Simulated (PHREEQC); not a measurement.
## Copper plating or etch bath: an equilibrium model

Dissolve 3.5 mmol/kgw Cu(BF4)2 and 12 mmol/kgw KCl at 40 °C. Closed to the air; pH follows from the charge balance.

The numbers come from PHREEQC with the ion-association model, wateq4f.dat.

This is a speciation only: nothing precipitates in the calculation.

Q: Predict the pH.

A: pH 2.99.

Q: In which forms is Cu present?

A: Cu+2 94 %, CuCl+ 3.4 %, CuF+ 2.6 % of the Cu.

Species that the database lacks are ignored. At this temperature some constants are extrapolated from 25 °C, and those without enthalpy data are left unchanged. Real BF4- forms and hydrolyses slowly; the run takes it at equilibrium.
